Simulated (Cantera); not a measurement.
A closed system holds: 1 mol SiCl4, 19 mol N2, a varied amount of H2, at 825 K and 0.150 bar.

Method: chemical equilibrium by Gibbs-energy minimisation in Cantera with the NASA 1993 tables (ideal gas, pure condensed phases). Candidate condensed phases: NH4Cl, Si, Si3N4; 28 gas species. N2 is the only nitrogen source here; it is nearly inert below about 1500 K, so the nitride shown seldom forms there in practice. Rates play no part.

x: gas mole fraction; n: condensed amount in mol.

```
n(H2) (mol)   x H2   x N2   x HCl   x SiCl4     x NH3  x SiHCl3   x SiCl3  n Si3N4(s)
-----------  -----  -----  ------  --------  --------  --------  --------  ----------
4.3          0.112  0.753   0.126   0.00924   1.14e-5         …   8.87e-8       0.258
12           0.312  0.568   0.119   0.00116   4.60e-5         …   1.96e-8       0.321
20           0.447  0.455  0.0980  0.000299   7.07e-5         …   7.35e-9       0.329
28           0.538  0.379  0.0823  0.000116   8.53e-5         …   3.72e-9       0.331
36           0.604  0.325  0.0708   5.58e-5   9.39e-5         …   2.21e-9       0.332
43           0.647  0.289  0.0630   3.30e-5   9.84e-5         …   1.52e-9       0.333
51           0.687  0.257  0.0560   1.97e-5  0.000101         …   1.05e-9       0.333
59           0.718  0.231  0.0504   1.27e-5  0.000103         …  7.70e-10       0.333
67           0.744  0.210  0.0458   8.59e-6  0.000103         …  5.84e-10       0.333
75           0.766  0.192  0.0419   6.06e-6  0.000103         …  4.56e-10       0.333
```

**Question.** Fill in the missing entries.

**Answer.** 
- 4.3, x SiHCl3: 1.02e-5
- 12, x SiHCl3: 3.74e-6
- 20, x SiHCl3: 1.69e-6
- 28, x SiHCl3: 9.36e-7
- 36, x SiHCl3: 5.88e-7
- 43, x SiHCl3: 4.18e-7
- 51, x SiHCl3: 2.99e-7
- 59, x SiHCl3: 2.24e-7
- 67, x SiHCl3: 1.73e-7
- 75, x SiHCl3: 1.37e-7
